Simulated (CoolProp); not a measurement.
The numbers come from the reference Helmholtz-energy equation of state, Lemmon 2006 in CoolProp. It is a short technical equation, of lower accuracy than the large ones.

Problem. For nitrous oxide, give the phase and the cp (kJ/(kg K)), cv (kJ/(kg K)), Joule-Thomson coefficient (K/MPa) at 210.75 °C and 0.95 MPa; -10.85 °C and 6.02 MPa.

Solution. 
- 210.75 °C and 0.95 MPa: gas; cp 1.05, cv 0.845, Joule-Thomson coefficient 3.63
- -10.85 °C and 6.02 MPa: liquid; cp 1.98, cv 0.909, Joule-Thomson coefficient 0.0814
